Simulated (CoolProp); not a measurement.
Properties of R113 along the isotherm 500 K (Tc = 487.2 K, pc = 33.92 bar, ω = 0.253).

Values from CoolProp's reference Helmholtz-energy equation of state, Marx 1992.

```csv
p (bar),phase,Z,cp (kJ/(kg K))
1.06,gas,0.9903,0.8084
2.12,gas,0.9805,0.8115
3.18,gas,0.9705,0.8148
4.24,gas,0.9604,0.8183
5.3,gas,0.9502,0.8220
6.36,gas,0.9398,0.8259
7.42,gas,0.9292,0.8301
8.48,gas,0.9185,0.8345
9.54,gas,0.9076,0.8393
10.6,gas,0.8965,0.8444
11.7,gas,0.8848,0.8502
12.7,gas,0.8740,0.8558
13.8,gas,0.8618,0.8624
14.8,gas,0.8505,0.8690
15.9,gas,0.8379,0.8768
17,gas,0.8249,0.8854
```
